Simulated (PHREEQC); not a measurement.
A column of 0.2 m (30 cells, dispersivity 0.016 m, 720 s a shift, diffusion coefficient 3e-10 m²/s) holds 0.00087 eq of the database's cation exchanger X per kg of pore water, first in equilibrium with 4.4 mmol/kgw LiCl, 59 mmol/kgw MnCl2 and 0.01 mmol/kgw HCl. It is flushed with 0.00037 mol/kgw NH4Cl, 9.4e-05 mol/kgw PbCl2 and 1e-05 mol/kgw HCl, at 25 °C. Values are for the last cell. No CO2 enters from the air. Precipitation was switched off in this run.

Computed with PHREEQC (ion-association model, phreeqc.dat).

```csv
pore volumes,NH4 in solution (mol/kgw),Pb in solution (mol/kgw),Li in solution (mol/kgw)
0,0,0,0.00440
0.6167,___,1.16e-5,0.00378
1.017,0.000211,4.23e-5,0.00180
1.617,0.000324,3.27e-5,0.000332
2.217,0.000338,9.84e-6,4.91e-5
2.817,0.000344,3.27e-6,___
3.217,0.000356,2.36e-6,1.90e-6
3.817,0.000370,2.26e-6,2.69e-7
4.417,0.000375,3.17e-6,3.76e-8
5.017,0.000377,8.07e-6,5.18e-9
5.417,0.000376,___,1.37e-9
6.017,0.000374,5.12e-5,1.86e-10
```

Question: Fill in the missing entries.

Answer: 
- 0.6167, NH4 in solution (mol/kgw): 5.01e-5
- 2.817, Li in solution (mol/kgw): 6.96e-6
- 5.417, Pb in solution (mol/kgw): 1.93e-5

Species that the database lacks are ignored.
